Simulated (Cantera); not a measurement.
A Cantera script and what it prints.

```python
import numpy as np
import cantera as ct

gas_names = """
    C CH CH2 CH3 CH2OH CH3O CH4 CH3OH CN CO CO2 COOH C2 C2H CHCO,ketyl C2H2,acetylene C2H2,vinylidene
    CH2CO,ketene C2H3,vinyl CH3CN CH3CO,acetyl C2H4 C2H4O,ethylen CH3CHO,ethanal CH3COOH (HCOOH)2 C2H5
    C2H6 CH3OCH3 C2H5OH CCN CNC C2N2 C2O C3 C3H3,propargyl C3H4,allene C3H4,propyne C3H4,cyclo-
    C3H5,allyl C3H6,propylene C3H6,cyclo- C3H6O C3H7,n-propyl C3H7,i-propyl C3H8 C3H8O,1propanol
    C3H8O,2propanol C3O2 C4 C4H2 C4H4,1,3-cyclo- C4H6,butadiene C4H6,2-butyne C4H6,cyclo- C4H8,1-butene
    C4H8,cis2-buten C4H8,tr2-butene C4H8,isobutene C4H8,cyclo- (CH3COOH)2 C4H9,n-butyl C4H9,i-butyl
    C4H9,s-butyl C4H9,t-butyl C4H10,isobutane C4H10,n-butane C4N2 C5 C5H6,1,3cyclo- C5H8,cyclo-
    C5H10,1-pentene C5H10,cyclo- C5H11,pentyl C5H11,t-pentyl C5H12,n-pentane C5H12,i-pentane
    CH3C(CH3)2CH3 C6H2 C6H5,phenyl C6H5O,phenoxy C6H6 C6H5OH,phenol C6H10,cyclo- C6H12,1-hexene
    C6H12,cyclo- C6H13,n-hexyl C7H7,benzyl C7H8 C7H8O,cresol C7H14,1-heptene C7H15,n-heptyl
    C7H16,n-heptane C8H8,styrene C8H10,ethylbenz C8H16,1-octene C8H17,n-octyl C8H18,isooctane
    C8H18,n-octane C9H19,n-nonyl C10H8,naphthale C10H21,n-decyl C12H9,o-bipheny C12H10,bipheny H HCN HCO
    HCCN HNC HNCO HNO HNO2 HNO3 HO2 H2 HCHO,formaldehy HCOOH H2O H2O2 N NCO NH NH2 NH3 NH2OH NO NO2 NO3
    N2 N2H2 N2H4 N2O O OH O2 O3 Si SiC SiC2 SiC4H12 SiH SiH2 SiH3 SiH4 SiN SiO SiO2 Si2 Si2C Si2N Si3
""".split()
cond_names = """
    C(gr) C6H6(L) C7H8(L) C8H18(L),n-octa H2O(s) H2O(L) Si(cr) Si(L) SiC(b) SiO2(Lqz) SiO2(hqz) SiO2(L)
    Si2N2O(s) Si3N4(a)
""".split()


def load(file, names, dense=False):
    # The tables refer to 1 bar. Condensed volumes are neglected.
    table = {s.name: s for s in ct.Species.list_from_file(file)}
    out = []
    for n in names:
        d = dict(table[n].input_data)
        d["thermo"] = dict(d["thermo"], **{"reference-pressure": 1e5})
        if dense:
            d["equation-of-state"] = {"model": "constant-volume", "density": "1e6 g/cm^3"}
        out.append(ct.Species.from_dict(d))
    return out


gas = ct.Solution(thermo="ideal-gas", species=load("nasa_gas.yaml", gas_names))
cond = {s.name: ct.Solution(thermo="fixed-stoichiometry", species=[s], name=s.name)
        for s in load("nasa_condensed.yaml", cond_names, dense=True)}
atoms = {
    'Si3N4': {'Si': 3, 'N': 4},
    'CO2': {'C': 1, 'O': 2},
    'H2': {'H': 2},
}
top_T = {'C(gr)': 4500, 'SiC(b)': 3050, 'Si2N2O(s)': 2100, 'Si3N4(a)': 2400}  # K; cautious upper limits of use, not melting points


def equilibrate(T, P, feed):
    n = {}
    for name, mol in feed.items():
        for a, k in atoms[name].items():
            n[a] = n.get(a, 0.0) + k * mol
    gas.TPX = T, P, n
    mass = sum(n.values()) * gas.mean_molecular_weight
    gas.equilibrate("TP")
    valid = [c for c in cond.values() if c.min_temp <= T <= top_T.get(c.name, c.max_temp)]
    mix = ct.Mixture([(gas, mass / gas.mean_molecular_weight)] + [(c, 0.0) for c in valid])
    mix.T, mix.P = T, P
    mix.equilibrate("TP", solver="vcs", rtol=1e-11, max_steps=5000)
    return mix


results = []
feed = {'Si3N4': 1, 'CO2': 2.8, 'H2': 25}  # mol
T = 1400  # K
P = 3.1  # Pa
mix = equilibrate(T, P, feed)
results.append((T, P, feed, dict(zip(mix.species_names, mix.species_moles))))
x = sorted(zip(gas.X, gas.species_names), reverse=True)
print(f"T = {T:g} K  P = {P:g} Pa  gas = {mix.phase_moles(0):.4g} mol")
print("   x: " + "  ".join(f"{s} {v:.3e}" for v, s in x if v > 1e-05))
print("   condensed (mol): " + ("  ".join(f"{mix.phase(i).name} {mix.phase_moles(i):.4g}"
      for i in range(1, mix.n_phases) if mix.phase_moles(i) > 1e-12) or "none"))
```

It prints:

```
T = 1400 K  P = 3.1 Pa  gas = 32.21 mol
   x: H2 7.757e-01  CO 8.692e-02  SiO 8.072e-02  N2 5.588e-02  H 7.694e-04
   condensed (mol): Si2N2O(s) 0.1999
```

Cantera equilibrium calculation (NASA polynomials, part measured and part estimated; ideal gas, pure solids and liquids).
